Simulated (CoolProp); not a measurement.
A single-stage vapour-compression cycle with R22: evaporating at 286.15 K (dew point), condensing at 352.15 K (bubble point), superheat 2 K, subcooling 2 K, compressor efficiency 0.75, no pressure losses. Each further row changes one setting.

The numbers come from the reference Helmholtz-energy equation of state, Kamei 1995 in CoolProp.

```
case                              cooling COP  pressure ratio  discharge temperature (K)  refrigerating effect (kJ/kg)  volumetric capacity (kJ/m³)
--------------------------------  -----------  --------------  -------------------------  ----------------------------  ---------------------------
as stated                                2.00            4.83                      392.1                           107                         3320
evaporating temperature 291.15 K         2.25      (withheld)                 (withheld)                           108                   (withheld)
condensing temperature 347.15 K          2.31      (withheld)                      384.9                           115                         3580
subcooling 7 K                           2.17            4.83                      392.1                           116                         3600
superheat 12 K                           2.02            4.83                      403.0                           114                   (withheld)
compressor efficiency 0.65         (withheld)            4.83                 (withheld)                           107                         3320
```

Problem. Some entries are withheld; supply them.

Solution. 
- evaporating temperature 291.15 K, pressure ratio: 4.18
- evaporating temperature 291.15 K, discharge temperature (K): 388.5
- evaporating temperature 291.15 K, volumetric capacity (kJ/m³): 3890
- condensing temperature 347.15 K, pressure ratio: 4.37
- superheat 12 K, volumetric capacity (kJ/m³): 3370
- compressor efficiency 0.65, cooling COP: 1.73
- compressor efficiency 0.65, discharge temperature (K): 400.2
